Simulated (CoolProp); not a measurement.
Properties of carbonyl sulfide along the isotherm 620 K (Tc = 378.8 K, pc = 63.69 bar, ω = 0.098).

Computed with CoolProp (reference Helmholtz-energy equation of state, Lemmon 2006). It is a short technical equation, of lower accuracy than the large ones.

```json
[
 {"p (bar)": "28.9", "phase": "gas", "density (kg/m³)": "34.64", "cv (kJ/(kg K))": "0.7266", "isothermal compressibility (1/MPa)": "0.3555", "expansivity (1/kK)": "1.807"},
 {"p (bar)": "57.9", "phase": "gas", "density (kg/m³)": "71.28", "cv (kJ/(kg K))": "0.7323", "isothermal compressibility (1/MPa)": "0.1817", "expansivity (1/kK)": "2.015"},
 {"p (bar)": "86.8", "phase": "supercritical", "density (kg/m³)": "109.5", "cv (kJ/(kg K))": "0.7381", "isothermal compressibility (1/MPa)": "0.1233", "expansivity (1/kK)": "2.229"},
 {"p (bar)": "116", "phase": "supercritical", "density (kg/m³)": "149.7", "cv (kJ/(kg K))": "0.7437", "isothermal compressibility (1/MPa)": "0.09320", "expansivity (1/kK)": "2.439"},
 {"p (bar)": "145", "phase": "supercritical", "density (kg/m³)": "190.5", "cv (kJ/(kg K))": "0.7489", "isothermal compressibility (1/MPa)": "0.07451", "expansivity (1/kK)": "2.624"},
 {"p (bar)": "174", "phase": "supercritical", "density (kg/m³)": "231.8", "cv (kJ/(kg K))": "0.7536", "isothermal compressibility (1/MPa)": "0.06128", "expansivity (1/kK)": "2.772"},
 {"p (bar)": "203", "phase": "supercritical", "density (kg/m³)": "272.7", "cv (kJ/(kg K))": "0.7576", "isothermal compressibility (1/MPa)": "0.05117", "expansivity (1/kK)": "2.869"},
 {"p (bar)": "232", "phase": "supercritical", "density (kg/m³)": "312.5", "cv (kJ/(kg K))": "0.7611", "isothermal compressibility (1/MPa)": "0.04308", "expansivity (1/kK)": "2.910"},
 {"p (bar)": "261", "phase": "supercritical", "density (kg/m³)": "350.5", "cv (kJ/(kg K))": "0.7639", "isothermal compressibility (1/MPa)": "0.03644", "expansivity (1/kK)": "2.900"},
 {"p (bar)": "289", "phase": "supercritical", "density (kg/m³)": "385.2", "cv (kJ/(kg K))": "0.7663", "isothermal compressibility (1/MPa)": "0.03114", "expansivity (1/kK)": "2.848"},
 {"p (bar)": "318", "phase": "supercritical", "density (kg/m³)": "418.8", "cv (kJ/(kg K))": "0.7683", "isothermal compressibility (1/MPa)": "0.02659", "expansivity (1/kK)": "2.765"}
]
```
